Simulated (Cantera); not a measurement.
# Equilibrium for chemical vapour transport: AlN + H2O + O2

Input: 1 mol AlN, 2.7 mol H2O, a varied amount of O2, equilibrated at 1400 K and 260000 Pa.

Equilibrium computed with Cantera from the NASA thermochemical tables; the gas is ideal and each condensed phase is pure. Candidate condensed phases: Al, AlN, Al2O3, H2O; 35 gas species. Gases not in the tables: Al(OH)3. Equilibrium is a limit: real reactors are often held back by kinetics, nucleation or transport.

From 0.03 mol O2 to 0.78 mol O2 the condensed part is Al2O3(s).

| n(O2) (mol) | log p H2O | log p H2 | log p N2 | log p O2 | n Al2O3(s) |
|---|---|---|---|---|---|
| 0.03 | 0.01 | 0.07 | -0.39 | <-11 | 0.500 |
| 0.043 | 0.02 | 0.06 | -0.39 | <-11 | 0.500 |
| 0.062 | 0.03 | 0.05 | -0.39 | <-11 | 0.500 |
| 0.089 | 0.05 | 0.03 | -0.39 | <-11 | 0.500 |
| 0.13 | 0.07 | 0.00 | -0.39 | <-11 | 0.500 |
| 0.18 | 0.10 | -0.03 | -0.39 | <-11 | 0.500 |
| 0.26 | 0.15 | -0.10 | -0.39 | <-11 | 0.500 |
| 0.38 | 0.20 | -0.22 | -0.39 | <-11 | 0.500 |
| 0.54 | 0.27 | -0.47 | -0.39 | -11.22 | 0.500 |
| 0.78 | 0.34 | -5.20 | -0.40 | -1.62 | 0.500 |
log p: log10 of the partial pressure in bar; n: condensed amount in mol.
